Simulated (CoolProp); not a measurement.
Vapour-liquid equilibrium of dimethyl carbonate (1) + n-nonane (2) at 13.1 bar; x and y are mole fractions of (1).

Computed with CoolProp (multi-fluid Helmholtz-energy mixture model, Zhou 2011 and Lemmon 2006; pair parameters Bell 2016).

Q: Give the bubble temperature and the first vapour's composition at x = 0.35, 0.725, 0.875. Is there an azeotrope?

A: x = 0.35: 226.4 °C, y = 0.650; x = 0.725: 205.5 °C, y = 0.854; x = 0.875: 201.2 °C, y = 0.922. No azeotrope shows between x = 0.05 and 0.95.

The pair parameters rest on a limited set of measurements; away from them the model extrapolates.
